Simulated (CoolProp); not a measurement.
Vapour-liquid equilibrium of nitrogen (1) + oxygen (2) at 1.45 bar; x and y are mole fractions of (1).

Model: multi-fluid Helmholtz-energy mixture model, Span 2000 and Schmidt 1985; pair parameters Gernert 2013, in CoolProp.

Problem. Give the bubble temperature and the first vapour's composition at x = 0.125, 0.425, 0.575. Is there an azeotrope?

Solution. x = 0.125: 90.6 K, y = 0.353; x = 0.425: 85.8 K, y = 0.733; x = 0.575: 84.1 K, y = 0.832. No azeotrope shows between x = 0.05 and 0.95.

Pair parameters are fitted to limited data, so mixtures are less certain than the pure fluids.
